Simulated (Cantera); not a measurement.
A Cantera script and what it prints.

```python
import numpy as np
import cantera as ct

gas_names = """
    B BCL BCL2 BCL3 BH BH2 BH3 BO BOCL BO2 B2 B2O B2O2 B2O3 B3O3CL3 B3O3H3 CL CLO CL2 H HBO HBO2 HCL
    HOCL HO2 H2 H2O H2O2 H3B3O6 O OH O2 O3
""".split()
cond_names = """
    B(b) B(L) B2O3(L) B3O3H3(cr) H2O(s) H2O(L)
""".split()


# ... load() reads the species with a 1 bar reference pressure and builds the phases ...
atoms = {
    'B2O3': {'B': 2, 'O': 3},
    'HCl': {'H': 1, 'CL': 1},
    'O2': {'O': 2},
}
top_T = {}  # K; cautious upper limits of use, not melting points


# ... equilibrate(T, P, feed) seeds the gas with the atoms and calls Mixture.equilibrate('TP', solver="vcs", rtol=1e-11, max_steps=5000) ...
results = []
feed = {'B2O3': 1, 'HCl': 3.5, 'O2': 16}  # mol
T = 1948  # K
for P in [1, 5.2, 27, 140, 720, 3700, 19000, 100000]:
    mix = equilibrate(T, P, feed)
    results.append((T, P, feed, dict(zip(mix.species_names, mix.species_moles))))
    x = sorted(zip(gas.X, gas.species_names), reverse=True)
    print(f"T = {T:g} K  P = {P:g} Pa  gas = {mix.phase_moles(0):.4g} mol")
    print("   x: " + "  ".join(f"{s} {v:.3e}" for v, s in x if v > 0.001))
    print("   condensed (mol): " + ("  ".join(f"{mix.phase(i).name} {mix.phase_moles(i):.4g}"
          for i in range(1, mix.n_phases) if mix.phase_moles(i) > 1e-12) or "none"))
```

Result:

```
T = 1948 K  P = 1 Pa  gas = 23.14 mol
   x: O2 5.972e-01  CL 1.293e-01  O 1.085e-01  HBO2 3.918e-02  BO2 3.394e-02  H2O 2.580e-02  HCL 2.177e-02  OH 1.849e-02  H 1.612e-02  B2O3 5.711e-03  H2 2.035e-03  BO 1.724e-03
   condensed (mol): none
T = 1948 K  P = 5.2 Pa  gas = 22.06 mol
   x: O2 6.606e-01  CL 1.255e-01  O 5.006e-02  HBO2 4.792e-02  HCL 3.291e-02  H2O 2.889e-02  BO2 2.665e-02  OH 1.329e-02  B2O3 7.632e-03  H 4.830e-03
   condensed (mol): none
T = 1948 K  P = 27 Pa  gas = 21.56 mol
   x: O2 6.949e-01  CL 1.174e-01  HBO2 5.255e-02  HCL 4.456e-02  H2O 2.723e-02  O 2.253e-02  BO2 2.019e-02  B2O3 9.733e-03  OH 8.654e-03  H 1.346e-03
   condensed (mol): none
T = 1948 K  P = 140 Pa  gas = 21.29 mol
   x: O2 7.147e-01  CL 1.070e-01  HCL 5.670e-02  HBO2 5.435e-02  H2O 2.365e-02  BO2 1.496e-02  B2O3 1.199e-02  O 1.004e-02  OH 5.382e-03
   condensed (mol): none
T = 1948 K  P = 720 Pa  gas = 21.13 mol
   x: O2 7.276e-01  CL 9.540e-02  HCL 6.896e-02  HBO2 5.413e-02  H2O 1.956e-02  B2O3 1.438e-02  BO2 1.092e-02  O 4.465e-03  OH 3.265e-03
   condensed (mol): none
T = 1948 K  P = 3700 Pa  gas = 21 mol
   x: O2 7.372e-01  CL 8.308e-02  HCL 8.075e-02  HBO2 5.248e-02  B2O3 1.684e-02  H2O 1.570e-02  BO2 7.877e-03  O 1.983e-03  OH 1.949e-03  BOCL 1.192e-03
   condensed (mol): none
T = 1948 K  P = 19000 Pa  gas = 20.88 mol
   x: O2 7.452e-01  HCL 9.098e-02  CL 6.955e-02  HBO2 5.022e-02  B2O3 1.918e-02  H2O 1.262e-02  BO2 5.600e-03  CL2 2.539e-03  BOCL 1.600e-03  OH 1.164e-03
   condensed (mol): none
T = 1948 K  P = 100000 Pa  gas = 20.72 mol
   x: O2 7.532e-01  HCL 9.755e-02  CL 5.311e-02  HBO2 4.880e-02  B2O3 2.096e-02  H2O 1.091e-02  CL2 7.791e-03  BO2 3.875e-03  BOCL 1.929e-03
   condensed (mol): none
```

These are equilibrium values from Cantera (NASA tables, ideal gas, pure condensed phases), not measurements of a reactor. The tables' values for BOCl are old estimates; treat these amounts as uncertain.
